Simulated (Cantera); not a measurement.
A Cantera script and its output.

```python
import numpy as np
import cantera as ct

gas = ct.Solution("gri30.yaml")
gas.TPX = 1198, 500000, {'CO': 1, 'H2': 0.51, 'CH4': 0.37, 'O2': 2.72, 'N2': 10.2}
reactor = ct.IdealGasConstPressureReactor(gas, energy="on", clone=False)
net = ct.ReactorNet([reactor])
net.rtol, net.atol = 1e-08, 1e-16
show = ['CO', 'H2', 'CH4', 'CO2', 'N2O']
times = np.geomspace(2e-06, 1, 10)

steps = ct.SolutionArray(gas, extra=["t"])
rows = []
print(f"{'t/s':>10s}{'T/K':>9s}{'P/Pa':>11s}" + "".join(f"{s:>11s}" for s in show))
for t in times:
    while net.time < t:
        t_next = net.step()
        steps.append(gas.state, t=t_next)
    rows.append([np.interp(t, steps.t, y) for y in (steps.T, steps.P, *steps(*show).X.T)])
    print(f"{t:10.3e}{rows[-1][0]:9.1f}{rows[-1][1]:11.4g}" + "".join(f"{x:11.3e}" for x in rows[-1][2:]))
rate = np.gradient(steps.T, steps.t)
print("integrator steps:", len(steps.t))
if steps.T.max() > steps.T[0] + 200:
    print(f"time of steepest temperature rise: {steps.t[rate.argmax()]:.4e} s")
gas.TPX = 1198, 500000, {'CO': 1, 'H2': 0.51, 'CH4': 0.37, 'O2': 2.72, 'N2': 10.2}
gas.equilibrate("HP")
print(f"equilibrium (HP): T = {gas.T:.1f} K  " + "  ".join(f"{s} {gas[s].X[0]:.3e}" for s in show))
```

Output:

```
       t/s      T/K       P/Pa         CO         H2        CH4        CO2        N2O
 2.000e-06   1198.0      5e+05  6.757e-02  3.446e-02  2.500e-02  7.697e-09  2.223e-14
 8.595e-06   1198.0      5e+05  6.757e-02  3.446e-02  2.500e-02  5.152e-08  2.248e-13
 3.694e-05   1198.0      5e+05  6.757e-02  3.446e-02  2.500e-02  1.083e-06  5.692e-12
 1.587e-04   1461.9      5e+05  7.309e-02  2.522e-02  1.154e-02  5.092e-03  3.179e-08
 6.822e-04   2417.8      5e+05  3.368e-03  5.141e-04  4.619e-19  9.378e-02  1.333e-06
 2.932e-03   2414.7      5e+05  3.326e-03  5.087e-04  4.478e-19  9.383e-02  1.326e-06
 1.260e-02   2405.7      5e+05  3.210e-03  4.932e-04  4.082e-19  9.396e-02  1.326e-06
 5.415e-02   2398.4      5e+05  3.119e-03  4.810e-04  3.777e-19  9.406e-02  1.345e-06
 2.327e-01   2398.2      5e+05  3.116e-03  4.807e-04  3.768e-19  9.406e-02  1.346e-06
 1.000e+00   2398.2      5e+05  3.116e-03  4.807e-04  3.768e-19  9.406e-02  1.346e-06
integrator steps: 1744
time of steepest temperature rise: 1.6426e-04 s
equilibrium (HP): T = 2398.2 K  CO 3.116e-03  H2 4.807e-04  CH4 5.619e-19  CO2 9.406e-02  N2O 1.346e-06
```

Model: GRI-Mech 3.0 (53 species, 325 reactions), integrated in Cantera.
